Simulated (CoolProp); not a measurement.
A Linde-Hampson liquefier for ethane: isothermal reversible compression at 320 K from 1 atm to 20 MPa, throttling to 1 atm, return gas leaving the recuperator 0 K below the feed. Each further row changes one setting.

The numbers come from the reference Helmholtz-energy equation of state, Bücker 2006 in CoolProp.

```csv
case,liquid yield per pass,compression work (kJ/kg of gas)
as stated,0.465,366
high pressure 40 MPa,0.461,414
warm-end temperature 350 K,0.381,429
warm-end gap 5 K,0.458,366
```
